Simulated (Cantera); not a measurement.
## Thermodynamics of carbothermic reduction, feed SiO2 + C + N2

A closed system holds: 1 mol SiO2, 2.7 mol C, 0.85 mol N2, at 3.60 mbar.

Equilibrium computed with Cantera from the NASA thermochemical tables; the gas is ideal and each condensed phase is pure. Candidate condensed phases: C, Si, SiC, SiO2, Si2N2O, Si3N4; 34 gas species. N2 is the only nitrogen source here; it is nearly inert below about 1500 K, so the nitride shown seldom forms there in practice. Mutual solubility and eutectic melting of coexisting phases are not modelled. The tables hold silica as quartz up to 1696 K and as liquid above; real silica turns to tridymite and cristobalite and melts near 1996 K. Equilibrium is a limit: real reactors are often held back by kinetics, nucleation or transport.

From 1023 K to 1248 K the condensed part is C(graphite) + SiO2(β-quartz) + Si2N2O(s). From 1323 K to 1473 K the condensed part is C(graphite) + Si2N2O(s). From 1548 K to 1623 K the condensed part is SiC(s) + Si2N2O(s). From 1698 K to 1923 K the condensed part is SiC(s).

```tsv
T (K)	x N2	x CO	x SiO	x Si	x CO2	x Si2C	n C(graphite)	n SiO2(β-quartz)	n Si2N2O(s)	n SiC(s)
1023	0.974	0.0258	2.46e-11	<1e-12	8.60e-7	<1e-12	2.68	0.985	0.00745	0
1098	0.895	0.105	1.51e-9	<1e-12	3.59e-6	<1e-12	2.60	0.936	0.0318	0
1173	0.672	0.328	5.82e-8	<1e-12	1.08e-5	<1e-12	2.34	0.762	0.119	0
1248	0.276	0.724	1.78e-6	<1e-12	1.87e-5	<1e-12	1.51	0.206	0.397	0
1323	0.189	0.811	2.22e-5	2.66e-12	9.35e-6	<1e-12	1.20	0	0.500	0
1398	0.189	0.811	0.000169	1.73e-10	4.14e-6	<1e-12	1.20	0	0.500	0
1473	0.190	0.809	0.00104	7.30e-9	2.00e-6	6.57e-12	1.20	0	0.499	0
1548	0.285	0.710	0.00547	1.39e-7	1.44e-6	3.04e-10	0	0	0.0903	0.805
1623	0.293	0.672	0.0346	1.99e-6	1.61e-6	7.40e-9	0	0	0.0359	0.832
1698	0.298	0.649	0.0526	1.20e-5	9.69e-7	7.13e-8	0	0	0	0.850
1773	0.298	0.649	0.0526	4.99e-5	5.30e-7	4.59e-7	0	0	0	0.850
1848	0.298	0.649	0.0525	0.000185	3.05e-7	2.52e-6	0	0	0	0.850
1923	0.298	0.649	0.0523	0.000620	1.84e-7	1.21e-5	0	0	0	0.849
```
x: gas mole fraction; n: condensed amount in mol.
